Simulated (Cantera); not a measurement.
## NO annealing gas

An isothermal, constant-pressure homogeneous reactor starts with NO : N2 = 1 : 0.14 (molar parts), at 1923 K and 760 Torr.

Detailed kinetics in Cantera: GRI-Mech 3.0 (53 species, 325 reactions).

```csv
t (s),x NO,x NO2,x O2,x N2O,x N2
2.00e-5,0.877,5.18e-6,6.21e-8,9.98e-6,0.123
7.76e-5,0.877,3.22e-5,6.54e-7,3.72e-5,0.123
0.000301,0.877,0.000144,1.19e-5,0.000124,0.123
0.00117,0.876,0.000374,0.000269,0.000285,0.123
0.00454,0.872,0.000440,0.00202,0.000343,0.125
0.0176,0.858,0.000524,0.00894,0.000331,0.132
0.0684,0.807,0.000731,0.0346,0.000288,0.158
0.265,0.644,0.000971,0.116,0.000178,0.239
1.03,0.323,0.000737,0.276,4.32e-5,0.400
4.00,0.0697,0.000192,0.403,2.26e-6,0.526
```
x: mole fraction; the columns are a selection and need not sum to one.

Equilibrium at this temperature and pressure: NO 0.00747, NO2 2.13e-5, O2 0.435, N2O 3.58e-7, N2 0.558 (gas phase only).
